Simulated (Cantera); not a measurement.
Input: 1 mol Al2O3, 0.083 mol Cl2, held at 1675 K and 0.0100 bar.

These are equilibrium values from Cantera (NASA tables, ideal gas, pure condensed phases), not measurements of a reactor. Candidate condensed phases: Al, AlCl3, Al2O3; 17 gas species. Rates play no part.

Base state: Cl 0.760, Cl2 0.204, AlCl3 0.0207, O2 0.0154, ClO 0.000189, O 4.24e-5 (mole fractions); condensed: Al2O3(s).

Question: What changes in the equilibrium state with this change: Al2O3 replaced by Fe2O3?

Answer: 
```tsv
species	before	after
O2	0.0154	0.685
FeCl2	0	0.217
Cl	0.760	0.0924
AlCl3	0.0207	0
Cl2	0.204	0.00302
FeCl3	0	0.00160
O	4.24e-5	0.000283
Al2O3(s), mol	0.999	0
Fe3O4(s), mol	0	0.644
```
Further candidate phases: Fe, FeCl2, FeCl3, FeO, Fe2O3, Fe3O4.

Question: What changes in the equilibrium state with this change: pressure from 0.0100 bar to 3.60 bar?

Answer: 
```json
[
 {"species": "Cl2", "before": "0.204", "after": "0.864"},
 {"species": "Cl", "before": "0.760", "after": "0.0823"},
 {"species": "AlCl3", "before": "0.0207", "after": "0.0307"},
 {"species": "O2", "before": "0.0154", "after": "0.0228"},
 {"species": "O", "before": "4.24e-5", "after": "2.72e-6"},
 {"species": "ClO", "before": "0.000189", "after": "0.000474"},
 {"species": "Al2O3(s), mol", "before": "0.999", "after": "0.999"}
]
```
